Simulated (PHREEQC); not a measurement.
Dissolve 0.016 mol Pb(NO3)2, 0.021 mol Na2SO4 and 0.0048 mol NaNO3 per kg of water at 20 °C. Closed to the air; pH follows from the charge balance.

Equilibrium calculation in PHREEQC: ion-association model, phreeqc.dat.

| quantity | before | after |
|---|---|---|
| pH | 5.13 | 4.98 |
| ionic strength (mol/kgw) | 0.0801 | 0.0934 |

**Question.** Which change was made?
A. NaNO3 left out
B. Na2SO4 from 0.021 to 0.0042 mol/kgw
C. diluted 10-fold with water
D. 0.0091 mol/kgw KCl added
E. Pb(NO3)2 from 0.016 to 0.024 mol/kgw

**Answer.** E, Pb(NO3)2 from 0.016 to 0.024 mol/kgw

Precipitation was switched off in this run. Some of these states are supersaturated (in Anglesite, for instance).
